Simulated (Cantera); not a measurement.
A freely propagating, adiabatic, planar premixed flame of CH₄ : C₂H₆ : C₃H₈ : O₂ : N₂ = 1 : 0.08 : 0.12 : 2.22 : 8.33 (molar parts), equivalence ratio 1.3, unburnt at 498 K and 0.207 atm; mixture-averaged transport, grid criteria slope 0.08 and curve 0.16, no radiation.

Model: GRI-Mech 3.0 (53 species, 325 reactions), integrated in Cantera. Burning velocities carry a grid error of a few per cent, more on coarse grids.

**Question.** Predict: laminar burning velocity; thermal thickness; peak x(CH₂); peak x(H₂).

**Answer.** 
| Quantity | Result |
|---|---|
| laminar burning velocity | 106 cm/s |
| thermal thickness | 1.41 mm |
| peak x(CH₂) | 0.000102 |
| peak x(H₂) | 0.0499 |
